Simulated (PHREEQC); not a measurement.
Model water analysis in mg/L, 60 °C, pH 7.54, pe 2.3: Na 894; K 698; Ca 12; Mg 368; Cl 2620; S(6) as SO4 615; Alkalinity as HCO3 47.2; Fe(2) 0.94.

Valence states are taken as typed.

All values are PHREEQC results (ion-association model, phreeqc.dat), not measurements.

| Item | Value |
|---|---|
| ionic strength | 0.0977 mol/kgw |
| specific conductance | 16500 µS/cm |
| density | 0.987 g/cm³ |
| charge-balance error | 0.1 % |

```
species  molality  activity   log γ
-------  --------  --------  ------
Cl-        0.0743    0.0561  -0.122
Na+        0.0388    0.0300  -0.112
K+         0.0177    0.0133  -0.123
Mg+2       0.0124   0.00478  -0.414
SO4-2     0.00317   0.00112  -0.452
MgSO4     0.00275   0.00281   0.010
HCO3-    0.000664  0.000517  -0.109
Ca+2     0.000274  0.000101  -0.432
NaSO4-   0.000264  0.000205  -0.109
```

No solid was allowed to form. Constants without temperature data keep their 25 °C values here.
